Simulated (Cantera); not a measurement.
A closed system holds: 1 mol toluene, 2.5 mol NH₃, 0.88 mol N₂, 0.18 mol CO₂, held at 56000 Pa.

Cantera equilibrium calculation (NASA polynomials, part measured and part estimated; ideal gas, pure solids and liquids). Candidate condensed phases: C, C₆H₆, C₇H₈, C₈H₁₈, H₂O; 136 gas species. Kinetics and transport are ignored. All values below are at 748 K.

Base state: H₂ 0.392, CH₄ 0.286, N₂ 0.276, H₂O 0.0421, CO 0.00199, CO₂ 0.00133, NH₃ 0.000378 (mole fractions); condensed: C(graphite).

Q: What changes in the equilibrium state with this change: pressure from 56000 Pa to 1330 Pa?

A: 
```
species             before    after
----------------  --------  -------
H₂                   0.392    0.726
N₂                   0.276    0.217
CH₄                  0.286   0.0233
CO                 0.00199   0.0166
H₂O                 0.0421   0.0155
NH₃               0.000378  2.00e-5
CO₂                0.00133  0.00221
C(graphite), mol      4.95     6.77
```
